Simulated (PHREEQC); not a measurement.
1 kg of water holding 190 mmol/kgw K2CO3 meets 20 L of dry gas (CO2 1 by moles) at fixed total pressure, at 100 °C; fugacities by Peng-Robinson. The gases take part in no redox reaction, some water evaporates into the gas, and hydrates or a liquid gas phase aren't modelled. No solid was allowed to form.

Equilibrium calculation in PHREEQC: Pitzer model, pitzer.dat.

Task: Predict dissolved CO2 (all carbonate carbon) (mol/kgw), φ of CO2 at P (atm) = 2, 150, 200.

Result: 
```json
[
 {"P (atm)": "2", "dissolved CO2 (all carbonate carbon) (mol/kgw)": "0.392", "φ of CO2": "0.996"},
 {"P (atm)": "150", "dissolved CO2 (all carbonate carbon) (mol/kgw)": "1.35", "φ of CO2": "0.676"},
 {"P (atm)": "200", "dissolved CO2 (all carbonate carbon) (mol/kgw)": "1.49", "φ of CO2": "0.607"}
]
```

At this temperature some constants are extrapolated from 25 °C, and those without enthalpy data are left unchanged.
